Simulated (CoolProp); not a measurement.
Properties of methane along the isotherm 199.7 K.

Computed with CoolProp (reference Helmholtz-energy equation of state, Setzmann 1991).

| p (kPa) | phase | speed of sound (m/s) | Joule-Thomson coefficient (K/MPa) | expansivity (1/kK) | Prandtl number | fugacity coefficient |
|---|---|---|---|---|---|---|
| 767 | gas | 360.7 | 9.475 | 5.835 | 0.786 | 0.9520 |
| 1530 | gas | 349.9 | 9.640 | 6.946 | 0.831 | 0.9049 |
| 2300 | gas | 338.3 | 9.774 | 8.541 | 0.899 | 0.8579 |
| 3070 | gas | 325.8 | 9.849 | 11.00 | 1.01 | 0.8113 |
| 3830 | gas | 312.6 | 9.800 | 15.19 | 1.19 | 0.7654 |
| 4600 | supercritical | 298.1 | 9.447 | 24.35 | 1.58 | 0.7183 |
| 5370 | supercritical | 283.1 | 8.185 | 55.22 | 2.81 | 0.6696 |
| 6130 | supercritical | 307.9 | 4.789 | 80.79 | 4.56 | 0.6183 |
| 6900 | supercritical | 390.0 | 2.796 | 34.66 | 2.96 | 0.5698 |
| 7670 | supercritical | 450.2 | 1.988 | 22.42 | 2.39 | 0.5295 |
| 8430 | supercritical | 496.7 | 1.536 | 17.15 | 2.12 | 0.4964 |
| 9200 | supercritical | 535.9 | 1.233 | 14.13 | 1.96 | 0.4683 |
| 9960 | supercritical | 569.4 | 1.016 | 12.20 | 1.85 | 0.4448 |
| 10700 | supercritical | 598.5 | 0.8546 | 10.86 | 1.78 | 0.4252 |
| 11500 | supercritical | 626.8 | 0.7156 | 9.781 | 1.71 | 0.4068 |

Viscosity comes from a separate model (Quiñones-Cisneros 2006). Thermal conductivity comes from a separate model (Friend 1989).
